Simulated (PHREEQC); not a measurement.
Synthetic water in mg/kgw, 29 °C, pH 2.52, pe 11.4:

```tsv
constituent	mg/kgw
Na	34.1
K	14.3
Ca	65.2
Mg	17.5
Cl	45.3
S(6) as SO4	532
N(5) as NO3	1.87
Si as SiO2	0.351
B	0.511
```

Na is adjusted to close the charge balance.
Valence states are taken as typed.

Model: ion-association model, wateq4f.dat, run in PHREEQC.

Each row changes one thing in this solution. This is a speciation only: nothing precipitates in the calculation.

```tsv
case	ionic strength (mol/kgw)	SO4-2 (mol/kgw)	Ca+2 (mol/kgw)	HSO4- (mol/kgw)	Mg+2 (mol/kgw)	CaSO4 (mol/kgw)	SI of Gypsum (CaSO4:2H2O)	SI of Quartz (SiO2)
as made	0.0160	0.00401	0.00124	0.000888	0.000518	0.000382	-1.15	-1.31
Mg from 17.5 to 8.75 mg/kgw	0.0160	0.00408	0.00123	0.000904	0.000258	0.000387	-1.14	-1.31
all concentrations times 4 at the same typed pH	0.0593	0.0150	0.00403	0.00260	0.00162	0.00243	-0.34	-0.70
```
